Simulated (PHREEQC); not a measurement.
Make-up at 25 °C: 0.0012 mol H2SO4, 0.05 mol K2SO4 and 0.00054 mol CO2 per kg of water. Closed to the air; pH follows from the charge balance.

All values are PHREEQC results (ion-association model, phreeqc.dat), not measurements.

Each row changes one thing in this solution. No solid was allowed to form.

```
case                                                pH  ionic strength (mol/kgw)  K+ (mol/kgw)  SO4-2 (mol/kgw)  KSO4- (mol/kgw)  HSO4- (mol/kgw)
------------------------------------------------  ----  ------------------------  ------------  ---------------  ---------------  ---------------
as made                                           3.10                     0.134        0.0914           0.0412          0.00861          0.00142
K2SO4 from 0.05 to 0.5 mol/kgw                    3.43                      1.07         0.785            0.284            0.215          0.00190
CO2 left out                                      3.10                     0.134        0.0914           0.0412          0.00861          0.00142
H2SO4 replaced by NaHSO4 at the same molality     3.40                     0.135        0.0913           0.0417          0.00869         0.000711
0.059 mol/kgw NaH2PO4 added                       3.56                     0.189        0.0926           0.0400          0.00743         0.000427
H2SO4 replaced by Al2(SO4)3 at the same molality  4.68                     0.136        0.0913           0.0420          0.00871          3.70e-5
H2SO4 left out                                    5.00                     0.133        0.0913           0.0413          0.00866          1.78e-5
H2SO4 replaced by Li2SO4 at the same molality     5.00                     0.136        0.0912           0.0423          0.00877          1.80e-5
```

The ionic strength passes 0.7 mol/kgw, the rough limit of the ion-association models, in K2SO4 from 0.05 to 0.5 mol/kgw. Some of these states are supersaturated (in Gibbsite (slow to form), for instance).
